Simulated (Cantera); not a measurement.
## Diamond growth

A diamond (100) surface in a fixed gas of H2 with x(CH4) = 0.0044, x(H) = 0.0013, at 1250 K, 31.5 Torr; coverages are run to steady state.

Computed with Cantera and the Harris–Goodwin 1993 mechanism for the reconstructed diamond (100) surface.

| x(CH3) | growth (µm/h) | θ c6HH | θ c6H* | θ c6*H | θ c6** | θ c6HM |
|---|---|---|---|---|---|---|
| 1e-06 | 0.00463 | 0.434 | 0.0425 | 0.495 | 0.0283 | 4.84e-6 |
| 2.4e-06 | 0.0111 | 0.434 | 0.0425 | 0.495 | 0.0283 | 1.16e-5 |
| 5.5e-06 | 0.0254 | 0.434 | 0.0425 | 0.495 | 0.0283 | 2.66e-5 |
| 1.3e-05 | 0.0601 | 0.434 | 0.0425 | 0.495 | 0.0283 | 6.28e-5 |
| 3.1e-05 | 0.143 | 0.434 | 0.0425 | 0.495 | 0.0282 | 0.000150 |
| 7.2e-05 | 0.330 | 0.434 | 0.0424 | 0.494 | 0.0280 | 0.000347 |
| 0.00017 | 0.771 | 0.434 | 0.0424 | 0.494 | 0.0276 | 0.000814 |
| 0.0004 | 1.76 | 0.433 | 0.0422 | 0.492 | 0.0267 | 0.00189 |
| 0.00094 | 3.90 | 0.430 | 0.0419 | 0.489 | 0.0248 | 0.00432 |
θ: site fractions in the mechanism's names (c6HH fully hydrogenated, c6H* and c6*H radical sites, c6** diradical, c6HM methylated).
